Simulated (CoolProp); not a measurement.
R125 along the isotherm 44.25 °C: fugacity coefficient from the reference equation and from simpler models built on Tc = 66.0 °C, pc = 3.618 MPa, ω = 0.305; each cubic takes its own stable root.

Computed with CoolProp (reference Helmholtz-energy equation of state, Lemmon 2005).

```json
[
 {"p (MPa)": "0.0286", "phase": "gas", "reference": "0.9966"},
 {"p (MPa)": "0.0462", "phase": "gas", "reference": "0.9945"},
 {"p (MPa)": "0.0747", "phase": "gas", "reference": "0.9911"},
 {"p (MPa)": "0.121", "phase": "gas", "reference": "0.9856"},
 {"p (MPa)": "0.195", "phase": "gas", "reference": "0.9768"},
 {"p (MPa)": "0.315", "phase": "gas", "reference": "0.9626"},
 {"p (MPa)": "0.509", "phase": "gas", "reference": "0.9396"},
 {"p (MPa)": "0.822", "phase": "gas", "reference": "0.9027"},
 {"p (MPa)": "1.33", "phase": "gas", "reference": "0.8430"},
 {"p (MPa)": "2.15", "phase": "gas", "reference": "0.7448"},
 {"p (MPa)": "3.47", "phase": "liquid", "reference": "0.4967"},
 {"p (MPa)": "5.6", "phase": "liquid", "reference": "0.3357"},
 {"p (MPa)": "9.05", "phase": "liquid", "reference": "0.2378"}
]
```

Question: How far does each simpler model (Redlich-Kwong, Peng-Robinson) lie from the reference over these 13 states: mean and median of the absolute difference, and the worst?

Answer: 
- Redlich-Kwong: mean 3.0 %, median 0.3 %, worst +13.7 % at 44.25 °C and 9.05 MPa
- Peng-Robinson: mean 0.5 %, median 0.5 %, worst -1.5 % at 44.25 °C and 2.15 MPa
